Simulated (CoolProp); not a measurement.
A simple Rankine cycle with R124: condensing at 296.15 K, boiler at 2.1 MPa, turbine inlet 406.9 K, turbine efficiency 0.8, pump efficiency 0.7, no recuperator. Each further row changes one setting.

Model: reference Helmholtz-energy equation of state, de Vries 1995, in CoolProp.

```
case                             thermal efficiency (%)  net work (kJ/kg)  heat in (kJ/kg)  turbine exit temperature (K)  volume ratio over the turbine
-------------------------------  ----------------------  ----------------  ---------------  ----------------------------  -----------------------------
as stated                                          12.0              26.6              222                         355.1                           6.11
turbine inlet 426.9 K                              11.9              28.9              243                         376.5                           5.94
condensing temperature 288.15 K                    13.3              30.7              231                         349.0                           7.86
boiler pressure 1.47 MPa                           10.0              22.8              229                         368.1                           4.10
turbine efficiency 0.7                             10.4              23.0              222                         359.4                           6.20
```
